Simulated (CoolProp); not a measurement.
A single-stage vapour-compression cycle with propylene: evaporating at 280.15 K (dew point), condensing at 332.15 K (bubble point), superheat 10 K, subcooling 2 K, compressor efficiency 0.9, no pressure losses. Each further row changes one setting.

Computed with CoolProp (reference Helmholtz-energy equation of state, Lemmon 2013).

```csv
case,cooling COP,pressure ratio,discharge temperature (K),refrigerating effect (kJ/kg),volumetric capacity (kJ/m³)
as stated,(withheld),3.46,354.9,246,3500
evaporating temperature 285.15 K,3.98,(withheld),353.5,(withheld),4090
condensing temperature 327.15 K,4.00,3.12,349.0,261,3720
subcooling 7 K,(withheld),3.46,354.9,(withheld),3720
superheat 20 K,3.50,3.46,364.3,263,3560
compressor efficiency 0.8,3.07,3.46,358.8,246,3500
```

What belongs in the gaps?


- as stated, cooling COP: 3.45
- evaporating temperature 285.15 K, pressure ratio: 3.01
- evaporating temperature 285.15 K, refrigerating effect (kJ/kg): 250
- subcooling 7 K, cooling COP: 3.67
- subcooling 7 K, refrigerating effect (kJ/kg): 262
